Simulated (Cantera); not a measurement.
An adiabatic, constant-pressure homogeneous reactor starts with C2H4 : O2 : N2 : H2O = 1 : 3 : 11.3 : 0.065 (molar parts), at 1525 K and 1.01 bar.

Computed with Cantera and GRI-Mech 3.0 (53 species, 325 reactions). GRI-Mech 3.0 was tuned for natural gas; its chemistry of ethylene as a main component is partial and can be far from experiment.

x: mole fraction; the columns are a selection and need not sum to one.

| t (s) | T (K) | x C2H4 | x O2 | x NO | x C2H6 | x C2H2 | x N2O | x NO2 |
|---|---|---|---|---|---|---|---|---|
| 1.00e-6 | 1525 | 0.0651 | 0.195 | <1e-12 | <1e-12 | 1.00e-6 | <1e-12 | <1e-12 |
| 3.23e-6 | 1525 | 0.0651 | 0.195 | <1e-12 | <1e-12 | 3.25e-6 | <1e-12 | <1e-12 |
| 1.04e-5 | 1525 | 0.0651 | 0.195 | <1e-12 | 6.63e-11 | 1.09e-5 | 3.68e-12 | <1e-12 |
| 3.37e-5 | 2448 | 3.36e-8 | 0.0507 | 2.95e-5 | 4.28e-12 | 1.48e-6 | 1.27e-7 | 4.13e-9 |
| 0.000109 | 2630 | <1e-12 | 0.0335 | 0.000459 | <1e-12 | <1e-12 | 2.31e-7 | 7.28e-8 |
| 0.000352 | 2802 | <1e-12 | [?] | [?] | <1e-12 | <1e-12 | [?] | [?] |
| 0.00114 | 2820 | <1e-12 | 0.0266 | [?] | <1e-12 | <1e-12 | [?] | [?] |
| 0.00367 | 2816 | <1e-12 | 0.0251 | 0.0120 | <1e-12 | <1e-12 | 6.40e-7 | 2.77e-6 |
| 0.0119 | 2816 | <1e-12 | 0.0251 | 0.0122 | <1e-12 | <1e-12 | 6.43e-7 | 2.81e-6 |
| 0.0383 | 2816 | <1e-12 | 0.0251 | 0.0122 | <1e-12 | <1e-12 | 6.43e-7 | 2.81e-6 |
| 0.124 | 2816 | <1e-12 | 0.0251 | 0.0122 | <1e-12 | <1e-12 | 6.43e-7 | 2.81e-6 |
| 0.400 | 2816 | <1e-12 | 0.0251 | 0.0122 | <1e-12 | <1e-12 | 6.43e-7 | 2.81e-6 |

### Question
What belongs in the gaps?

### Answer

- 0.000352, x O2: 0.0293
- 0.000352, x NO: 0.00260
- 0.000352, x N2O: 4.85e-7
- 0.000352, x NO2: 6.00e-7
- 0.00114, x NO: 0.00816
- 0.00114, x N2O: 5.86e-7
- 0.00114, x NO2: 1.93e-6
